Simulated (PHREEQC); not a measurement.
Dissolve 5.3 mmol/kgw NaHCO3 and 0.056 mmol/kgw NaF at 20 °C. Closed to the air; pH follows from the charge balance.

Equilibrium calculation in PHREEQC: ion-association model, phreeqc.dat.

The pH comes out as 8.29. The ionic strength is 0.00539 mol/kgw, the specific conductance comes out as 426 µS/cm and the total alkalinity is 5.30 meq/kg.

```csv
species,molality,activity,log γ
Na+,0.00534,0.00494,-0.033
HCO3-,0.00517,0.00479,-0.033
CO2,5.85e-5,5.85e-5,0.001
F-,5.59e-5,5.16e-5,-0.034
CO3-2,5.39e-5,3.98e-5,-0.131
NaHCO3,1.37e-5,1.37e-5,0.001
NaCO3-,3.07e-6,2.84e-6,-0.034
OH-,1.46e-6,1.35e-6,-0.034
NaF,1.47e-7,1.47e-7,0.001
H+,5.44e-9,5.07e-9,-0.031
```

This is a speciation only: nothing precipitates in the calculation.
